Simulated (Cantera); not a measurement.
What does this Cantera script print?

```python
import numpy as np
import cantera as ct

gas = ct.Solution("gri30.yaml")
gas.TPX = 1050, 13332, {'N2O': 1, 'O2': 2.2, 'N2': 0.08}
reactor = ct.IdealGasConstPressureReactor(gas, energy="off", clone=False)
net = ct.ReactorNet([reactor])
net.rtol, net.atol = 1e-08, 1e-18
show = ['N2O', 'O2', 'NO2', 'N2', 'NO', 'O']
times = np.geomspace(2e-05, 20, 10)

steps = ct.SolutionArray(gas, extra=["t"])
rows = []
print(f"{'t/s':>10s}{'T/K':>9s}{'P/Pa':>11s}" + "".join(f"{s:>11s}" for s in show))
for t in times:
    while net.time < t:
        t_next = net.step()
        steps.append(gas.state, t=t_next)
    rows.append([np.interp(t, steps.t, y) for y in (steps.T, steps.P, *steps(*show).X.T)])
    print(f"{t:10.3e}{rows[-1][0]:9.1f}{rows[-1][1]:11.4g}" + "".join(f"{x:11.3e}" for x in rows[-1][2:]))
rate = np.gradient(steps.T, steps.t)
print("integrator steps:", len(steps.t))
if steps.T.max() > steps.T[0] + 200:
    print(f"time of steepest temperature rise: {steps.t[rate.argmax()]:.4e} s")
gas.TPX = 1050, 13332, {'N2O': 1, 'O2': 2.2, 'N2': 0.08}
gas.equilibrate("TP")
print(f"equilibrium (TP): T = {gas.T:.1f} K  " + "  ".join(f"{s} {gas[s].X[0]:.3e}" for s in show))
```

Result:

```
       t/s      T/K       P/Pa        N2O         O2        NO2         N2         NO          O
 2.000e-05   1050.0  1.333e+04  3.049e-01  6.707e-01  8.982e-20  2.439e-02  3.829e-11  9.194e-09
 9.283e-05   1050.0  1.333e+04  3.049e-01  6.707e-01  1.554e-17  2.439e-02  7.528e-10  3.725e-08
 4.309e-04   1050.0  1.333e+04  3.049e-01  6.707e-01  2.540e-15  2.439e-02  1.121e-08  1.001e-07
 2.000e-03   1050.0  1.333e+04  3.049e-01  6.707e-01  1.487e-13  2.439e-02  8.819e-08  1.234e-07
 9.283e-03   1050.0  1.333e+04  3.049e-01  6.707e-01  3.981e-12  2.440e-02  4.570e-07  1.234e-07
 4.309e-02   1050.0  1.333e+04  3.048e-01  6.707e-01  8.883e-11  2.443e-02  2.168e-06  1.234e-07
 2.000e-01   1050.0  1.333e+04  3.047e-01  6.708e-01  1.852e-09  2.457e-02  1.011e-05  1.234e-07
 9.283e-01   1050.0  1.333e+04  3.039e-01  6.709e-01  3.307e-08  2.524e-02  4.687e-05  1.234e-07
 4.309e+00   1050.0  1.333e+04  3.002e-01  6.713e-01  3.673e-07  2.831e-02  2.158e-04  1.233e-07
 2.000e+01   1050.0  1.333e+04  2.838e-01  6.733e-01  2.131e-06  4.201e-02  9.673e-04  1.226e-07
integrator steps: 444
equilibrium (TP): T = 1050.0 K  N2O 1.016e-09  O2 7.143e-01  NO2 1.529e-06  N2 2.857e-01  NO 5.897e-05  O 1.558e-09
```

Cantera simulation using GRI-Mech 3.0 (53 species, 325 reactions); the numbers are that mechanism's predictions, not measurements. GRI-Mech 3.0 was tuned for natural gas; its chemistry of N2O as a main component is partial and can be far from experiment. The mechanism lacks the step 2 NO + O2 → 2 NO2, which can matter for NO2 below about 1400 K. The temperature is held fixed by assumption; the heat of reaction is taken as removed at once.
